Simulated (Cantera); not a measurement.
Input: 1 mol HgO, 0.79 mol H2, held at 1 atm.

Method: chemical equilibrium by Gibbs-energy minimisation in Cantera with the NASA 1993 tables (ideal gas, pure condensed phases). Candidate condensed phases: H2O, Hg, HgO; 10 gas species. The numbers say what is thermodynamically allowed, not how fast it happens. All values below are at 1050 K.

Base state: Hg 0.528, H2O 0.417, O2 0.0554 (mole fractions); condensed: gas only.

What changes in the equilibrium state with this change: HgO replaced by Fe(CO)5?


| species | before | after |
|---|---|---|
| CO | 0 | 0.731 |
| H2 | <1e-9 | 0.135 |
| CO2 | 0 | 0.116 |
| Hg | 0.528 | 0 |
| H2O | 0.417 | 0.0181 |
| O2 | 0.0554 | <1e-9 |
| CH4 | 0 | 0.00105 |
| C(graphite), mol | 0 | 0.677 |
| Fe(α), mol | 0 | 1.00 |
Condensed phases not in the tables: cementite and carbon dissolved in iron. Further candidate phases: C, C6H6, C7H8, C8H18, Fe, Fe(CO)5, FeO, Fe(OH)2, Fe(OH)3, Fe2O3, Fe3O4.
